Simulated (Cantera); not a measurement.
Feed: 1 mol SiC, 0.018 mol CO₂, 21 mol H₂, at 10.0 Torr.

Equilibrium computed with Cantera from the NASA thermochemical tables; the gas is ideal and each condensed phase is pure. Candidate condensed phases: C, C₆H₆, C₇H₈, C₈H₁₈, H₂O, Si, SiC, SiO₂; 123 gas species. Mutual solubility and eutectic melting of coexisting phases are not modelled. Kinetics and transport are ignored. All values below are at 1073 K.

Base state: H₂ 0.999, CH₄ 0.000612, CO 0.000112 (mole fractions); condensed: C(graphite) + SiC(s) + SiO₂(β-quartz).

Task: What changes in the equilibrium state with this change: CO₂ from 0.018 to 1.2 mol?

Result: 
```tsv
species	before	after
H₂	0.999	0.981
CO	0.000112	0.0187
CH₄	0.000612	0.000589
H₂O	1.95e-7	3.17e-5
C(graphite), mol	0.0196	1.79
SiC(s), mol	0.983	0
SiO₂(β-quartz), mol	0.0168	1.00
```
